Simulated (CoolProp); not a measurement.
The fluid at 390.22 K and 0.119 MPa is throttled through a valve to 0.0475 MPa with no heat exchange. The same conditions are run with several fluids, on thermodynamics alone (safety and materials aside).

The numbers come from the reference Helmholtz-energy equation of state of each fluid (C3F8 (R218): Lemmon 2006; cyclopropane: Polt 1992; nitrogen: Span 2000; R1233zd(E): Akasaka 2022; CF4 (R14): Platzer 1990) in CoolProp. The equations of Platzer and Polt are older, rougher fits.

Rank C3F8 (R218), cyclopropane, nitrogen, R1233zd(E), CF4 (R14) by temperature change (K), highest first.

nitrogen (-0.1), CF4 (R14) (-0.2), C3F8 (R218) (-0.4), cyclopropane (-0.6), R1233zd(E) (-1.0)

| fluid | final density (kg/m³) |
|---|---|
| C3F8 (R218) | 2.77 |
| cyclopropane | 0.619 |
| nitrogen | 0.410 |
| R1233zd(E) | 1.93 |
| CF4 (R14) | 1.29 |
